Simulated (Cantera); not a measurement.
An isothermal, constant-pressure homogeneous reactor starts with C2H6 : N2 = 1 : 20 (molar parts), at 1073 K and 0.158 atm. Integrator tolerance rtol = 1e-08.

Model: GRI-Mech 3.0 (53 species, 325 reactions), integrated in Cantera. GRI-Mech 3.0 stops at C3 and has no aromatics, soot or wall deposition, so with more carbon than oxygen in the feed, carbon stays in small species such as C2H2 where larger ones or solid carbon would form.

Problem. What does this change do: temperature 1073 to 1425 K?

Solution. 
```tsv
quantity	before	after
x(C2H6) at 8.00 s	0.000268 (gas-phase equilibrium 1.67e-5)	1.41e-6 (gas-phase equilibrium 2.93e-8)
x(H2) at 8.00 s	0.0497 (gas-phase equilibrium 0.0285)	0.0722 (gas-phase equilibrium 0.0854)
x(C2H4) at 8.00 s	0.0341 (gas-phase equilibrium 0.00441)	0.000290 (gas-phase equilibrium 0.000136)
x(C2H) at 8.00 s	1.13e-12 (gas-phase equilibrium <1e-12)	2.18e-9 (gas-phase equilibrium 1.09e-9)
x(C2H2) at 8.00 s	0.00880 (gas-phase equilibrium 0.00874)	0.0385 (gas-phase equilibrium 0.0160)
x(HCN) at 8.00 s	1.59e-12 (gas-phase equilibrium 0.0258)	1.10e-7 (gas-phase equilibrium 0.0537)
x(CH4) at 8.00 s	0.00396 (gas-phase equilibrium 0.0385)	0.0102 (gas-phase equilibrium 0.00100)
```
